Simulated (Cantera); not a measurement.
An adiabatic, constant-volume homogeneous reactor starts with H₂ : O₂ : N₂ = 1 : 0.385 : 1.45 (molar parts), at 1275 K and 0.260 bar.

Computed with Cantera and GRI-Mech 3.0 (53 species, 325 reactions).

One state of this run: T (K) = 2834; P (bar) = 0.526; x H₂ = 0.107; x O₂ = 0.00624; x H₂O = 0.246; x NO = 0.00562; x NO₂ = 4.59e-7; x N₂O = 1.93e-7; x O = 0.00679. x: mole fraction; the columns are a selection and need not sum to one.

Question: Which value of t (s) does it belong to?
A. 0.000860
B. 4.00
C. 0.000159
D. 1.00e-6

Answer: B, 4.00
